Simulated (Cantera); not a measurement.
Input: 1 mol Si₃N₄, 2.4 mol HCl, 1.9 mol N₂, 4.7 mol HF, held at 1050 K and 0.0150 Torr.

Equilibrium computed with Cantera from the NASA thermochemical tables; the gas is ideal and each condensed phase is pure. Candidate condensed phases: NH₄Cl, Si, Si₃N₄; 49 gas species. The tables' values for SiF₃, SiCl₃ are old estimates; treat these amounts as uncertain. The numbers say what is thermodynamically allowed, not how fast it happens.

Base state: N₂ 0.313, H₂ 0.275, HCl 0.273, SiF₄ 0.135, HF 0.00127, SiCl₄ 0.00108, SiF₃ 0.000716, SiCl₂ 0.000399 (mole fractions); condensed: Si₃N₄(s).

### Question
What changes in the equilibrium state with this change: 0.35 mol H₂ added?

### Answer
```
species          before     after
-------------  --------  --------
H₂                0.275     0.303
N₂                0.313     0.300
HCl               0.273     0.264
SiF₄              0.135     0.130
SiCl₄           0.00108  0.000793
SiCl₃          0.000154  0.000123
Si₃N₄(s), mol     0.604     0.605
```
